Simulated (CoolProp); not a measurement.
Values from CoolProp's reference Helmholtz-energy equation of state, Thol 2019.

Q: For tetradecamethylhexasiloxane (MD4M), give the phase and the density (kg/m³), cp (kJ/(kg K)), isothermal compressibility (1/MPa), expansivity (1/kK) at 620 K and 0.245 MPa.

A: 
- 620 K and 0.245 MPa: gas; density 26.0, cp 2.13, isothermal compressibility 4.97, expansivity 3.14
